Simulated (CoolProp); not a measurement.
The numbers come from the reference Helmholtz-energy equation of state, Zhou 2014 in CoolProp.

**Question.** Give the vapour pressure (MPa), liquid cp (kJ/(kg K)), vapour viscosity (µPa s) of saturated cyclohexane at 431.2 K.

**Answer.** 
| T (K) | p (MPa) | liquid cp (kJ/(kg K)) | vapour viscosity (µPa s) |
|---|---|---|---|
| 431.2 | 0.648 | 2.56 | 9.90 |

Viscosity comes from a separate model (Tariq 2014).
